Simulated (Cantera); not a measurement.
Feed: 1 mol Fe3O4, 15 mol CO, 0.17 mol N2, equilibrated at 0.133 bar.

Equilibrium computed with Cantera from the NASA thermochemical tables; the gas is ideal and each condensed phase is pure. Candidate condensed phases: C, Fe, Fe(CO)5, FeO, Fe2O3, Fe3O4; 27 gas species. Each liquid is taken as pure. Mutual solubility and eutectic melting of coexisting phases are not modelled. The tables' stoichiometric FeO is somewhat more stable than real wüstite, so its field is too wide. FeO: taken at fixed stoichiometry. Rates play no part.

log p: log10 of the partial pressure in bar; n: condensed amount in mol.

| T (K) | log p CO | log p CO2 | log p Fe | log p N2 | log p FeO | n Fe(γ) | n FeO(s) | n Fe(δ) | n FeO(l) | n Fe(l) |
|---|---|---|---|---|---|---|---|---|---|---|
| 1348 | -0.95 | -1.70 | -8.39 | -2.83 | ___ | 1.28 | 1.72 | 0 | 0 | 0 |
| 1448 | -0.95 | -1.72 | -7.32 | -2.83 | ___ | 1.15 | 1.85 | 0 | 0 | 0 |
| 1548 | -0.94 | -1.75 | -6.39 | -2.83 | ___ | 1.04 | 1.96 | 0 | 0 | 0 |
| 1648 | -0.94 | -1.77 | -5.58 | -2.83 | ___ | 0.938 | 2.06 | 0 | 0 | 0 |
| 1748 | -0.93 | -1.83 | -4.87 | -2.83 | ___ | 0 | 0 | 0.701 | 2.30 | 0 |
| 1848 | -0.93 | -1.87 | -4.24 | -2.83 | ___ | 0 | 0 | 0 | 2.46 | 0.531 |
| 1948 | -0.92 | -1.90 | -3.70 | -2.83 | ___ | 0 | 0 | 0 | 2.56 | 0.416 |
| 2048 | -0.92 | -1.93 | -3.21 | -2.83 | ___ | 0 | 0 | 0 | 2.64 | 0.285 |
| 2148 | -0.92 | -1.95 | -2.77 | -2.83 | ___ | 0 | 0 | 0 | 2.71 | 0.0880 |
| 2248 | -0.94 | -1.92 | -2.44 | -2.84 | ___ | 0 | 0 | 0 | 2.57 | 0 |
| 2348 | -0.96 | -1.83 | -2.20 | -2.85 | ___ | 0 | 0 | 0 | 2.22 | 0 |
| 2448 | -0.98 | -1.75 | -2.00 | -2.86 | ___ | 0 | 0 | 0 | 1.72 | 0 |
| 2548 | -1.02 | -1.66 | -1.84 | -2.88 | ___ | 0 | 0 | 0 | 0.992 | 0 |

Q: Some entries are withheld; supply them.

A: 
- 1348, log p FeO: -11.56
- 1448, log p FeO: -10.22
- 1548, log p FeO: -9.07
- 1648, log p FeO: -8.05
- 1748, log p FeO: -7.21
- 1848, log p FeO: -6.46
- 1948, log p FeO: -5.79
- 2048, log p FeO: -5.19
- 2148, log p FeO: -4.65
- 2248, log p FeO: -4.16
- 2348, log p FeO: -3.71
- 2448, log p FeO: -3.31
- 2548, log p FeO: -2.94
